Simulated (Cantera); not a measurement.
Cantera run, input and output.

```python
import numpy as np
import cantera as ct

gas = ct.Solution("gri30.yaml")
gas.TPX = 1348, 83000, {'N2O': 1, 'H2O': 0.017}
reactor = ct.IdealGasConstPressureReactor(gas, energy="off", clone=False)
net = ct.ReactorNet([reactor])
net.rtol, net.atol = 1e-08, 1e-18
show = ['N2O', 'H2O', 'H2O2', 'H', 'N2', 'NO', 'OH']
times = np.geomspace(0.0008, 2, 9)

steps = ct.SolutionArray(gas, extra=["t"])
rows = []
print(f"{'t/s':>10s}{'T/K':>9s}{'P/Pa':>11s}" + "".join(f"{s:>11s}" for s in show))
for t in times:
    while net.time < t:
        t_next = net.step()
        steps.append(gas.state, t=t_next)
    rows.append([np.interp(t, steps.t, y) for y in (steps.T, steps.P, *steps(*show).X.T)])
    print(f"{t:10.3e}{rows[-1][0]:9.1f}{rows[-1][1]:11.4g}" + "".join(f"{x:11.3e}" for x in rows[-1][2:]))
rate = np.gradient(steps.T, steps.t)
print("integrator steps:", len(steps.t))
if steps.T.max() > steps.T[0] + 200:
    print(f"time of steepest temperature rise: {steps.t[rate.argmax()]:.4e} s")
gas.TPX = 1348, 83000, {'N2O': 1, 'H2O': 0.017}
gas.equilibrate("TP")
print(f"equilibrium (TP): T = {gas.T:.1f} K  " + "  ".join(f"{s} {gas[s].X[0]:.3e}" for s in show))
```

Result:

```
       t/s      T/K       P/Pa        N2O        H2O       H2O2          H         N2         NO         OH
 8.000e-04   1348.0    8.3e+04  9.758e-01  1.665e-02  8.578e-08  1.726e-08  4.612e-03  7.776e-04  3.306e-05
 2.127e-03   1348.0    8.3e+04  9.635e-01  1.658e-02  4.730e-08  1.868e-08  1.225e-02  1.984e-03  3.991e-05
 5.657e-03   1348.0    8.3e+04  9.319e-01  1.640e-02  2.869e-08  1.885e-08  3.184e-02  5.095e-03  4.579e-05
 1.504e-02   1348.0    8.3e+04  8.551e-01  1.597e-02  2.122e-08  1.903e-08  7.943e-02  1.278e-02  5.031e-05
 4.000e-02   1348.0    8.3e+04  6.902e-01  1.505e-02  1.836e-08  1.929e-08  1.818e-01  2.908e-02  5.125e-05
 1.064e-01   1348.0    8.3e+04  4.198e-01  1.354e-02  1.491e-08  1.809e-08  3.505e-01  5.434e-02  4.675e-05
 2.828e-01   1348.0    8.3e+04  1.489e-01  1.203e-02  9.140e-09  1.131e-08  5.216e-01  7.527e-02  3.559e-05
 7.521e-01   1348.0    8.3e+04  2.090e-02  1.132e-02  2.583e-09  1.877e-09  6.052e-01  7.980e-02  1.778e-05
 2.000e+00   1348.0    8.3e+04  3.370e-04  1.121e-02  4.693e-10  1.912e-10  6.192e-01  7.932e-02  7.171e-06
integrator steps: 1424
equilibrium (TP): T = 1348.0 K  N2O 3.327e-08  H2O 1.120e-02  H2O2 4.580e-10  H 1.669e-10  N2 6.589e-01  NO 6.159e-04  OH 7.065e-06
```

Cantera simulation using GRI-Mech 3.0 (53 species, 325 reactions); the numbers are that mechanism's predictions, not measurements. GRI-Mech 3.0 was tuned for natural gas; its chemistry of N2O as a main component is partial and can be far from experiment. The mechanism lacks the step 2 NO + O2 → 2 NO2, which can matter for NO2 below about 1400 K. The temperature is held fixed by assumption; the heat of reaction is taken as removed at once.
